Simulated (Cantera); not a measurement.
Mixture: CO : H₂ : CH₄ : O₂ : N₂ : H₂O = 1 : 0.047 : 0.043 : 0.381 : 1.43 : 0.28 (molar parts), equivalence ratio 1.6, at 750 Torr, adiabatic and at constant volume. Ignition delay is the time to a rise of 400 K.

Model: GRI-Mech 3.0 (53 species, 325 reactions), integrated in Cantera. Below about 1000 K GRI-Mech 3.0 lacks low-temperature oxidation paths.

### Question
Predict: delay at 950 K; delay at 1050 K; delay at 1150 K; delay at 1250 K; delay at 1350 K; apparent activation energy between 1250 and 1350 K.

### Answer
```
Property                                               Result
--------------------------------------------------  ---------
delay at 950 K                                        14.9 ms
delay at 1050 K                                       1.94 ms
delay at 1150 K                                      0.531 ms
delay at 1250 K                                      0.224 ms
delay at 1350 K                                      0.126 ms
apparent activation energy between 1250 and 1350 K  81 kJ/mol
```
